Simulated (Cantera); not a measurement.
What does this Cantera script print?

```python
import numpy as np
import cantera as ct

gas = ct.Solution("gri30.yaml")
gas.TPX = 1300, 100000, {'N2O': 1, 'H2O': 0.022}
reactor = ct.IdealGasConstPressureReactor(gas, energy="off", clone=False)
net = ct.ReactorNet([reactor])
net.rtol, net.atol = 1e-08, 1e-18
show = ['N2O', 'H2O', 'O', 'H', 'NO']
times = np.geomspace(0.0004, 10, 12)

steps = ct.SolutionArray(gas, extra=["t"])
rows = []
print(f"{'t/s':>10s}{'T/K':>9s}{'P/Pa':>11s}" + "".join(f"{s:>11s}" for s in show))
for t in times:
    while net.time < t:
        t_next = net.step()
        steps.append(gas.state, t=t_next)
    rows.append([np.interp(t, steps.t, y) for y in (steps.T, steps.P, *steps(*show).X.T)])
    print(f"{t:10.3e}{rows[-1][0]:9.1f}{rows[-1][1]:11.4g}" + "".join(f"{x:11.3e}" for x in rows[-1][2:]))
rate = np.gradient(steps.T, steps.t)
print("integrator steps:", len(steps.t))
if steps.T.max() > steps.T[0] + 200:
    print(f"time of steepest temperature rise: {steps.t[rate.argmax()]:.4e} s")
gas.TPX = 1300, 100000, {'N2O': 1, 'H2O': 0.022}
gas.equilibrate("TP")
print(f"equilibrium (TP): T = {gas.T:.1f} K  " + "  ".join(f"{s} {gas[s].X[0]:.3e}" for s in show))
```

It prints:

```
       t/s      T/K       P/Pa        N2O        H2O          O          H         NO
 4.000e-04   1300.0      1e+05  9.763e-01  2.150e-02  7.645e-06  7.445e-09  1.990e-04
 1.004e-03   1300.0      1e+05  9.731e-01  2.147e-02  7.609e-06  9.038e-09  4.769e-04
 2.522e-03   1300.0      1e+05  9.649e-01  2.141e-02  7.493e-06  9.643e-09  1.141e-03
 6.331e-03   1300.0      1e+05  9.450e-01  2.127e-02  7.243e-06  9.566e-09  2.773e-03
 1.590e-02   1300.0      1e+05  8.977e-01  2.093e-02  6.923e-06  9.314e-09  6.755e-03
 3.991e-02   1300.0      1e+05  7.936e-01  2.018e-02  6.542e-06  9.138e-09  1.556e-02
 1.002e-01   1300.0      1e+05  5.983e-01  1.877e-02  5.888e-06  8.558e-09  3.151e-02
 2.516e-01   1300.0      1e+05  3.295e-01  1.683e-02  4.587e-06  6.724e-09  5.134e-02
 6.318e-01   1300.0      1e+05  1.053e-01  1.521e-02  2.404e-06  3.015e-09  6.337e-02
 1.586e+00   1300.0      1e+05  1.297e-02  1.455e-02  4.943e-07  3.583e-10  6.465e-02
 3.983e+00   1300.0      1e+05  1.497e-04  1.446e-02  1.015e-07  5.626e-11  6.426e-02
 1.000e+01   1300.0      1e+05  1.080e-06  1.446e-02  9.689e-08  5.371e-11  6.423e-02
integrator steps: 1662
equilibrium (TP): T = 1300.0 K  N2O 2.750e-08  H2O 1.445e-02  O 1.020e-07  H 5.228e-11  NO 4.543e-04
```

Detailed kinetics in Cantera: GRI-Mech 3.0 (53 species, 325 reactions). GRI-Mech 3.0 was tuned for natural gas; its chemistry of N2O as a main component is partial and can be far from experiment. The mechanism lacks the step 2 NO + O2 → 2 NO2, which can matter for NO2 below about 1400 K. The temperature is held fixed by assumption; the heat of reaction is taken as removed at once.
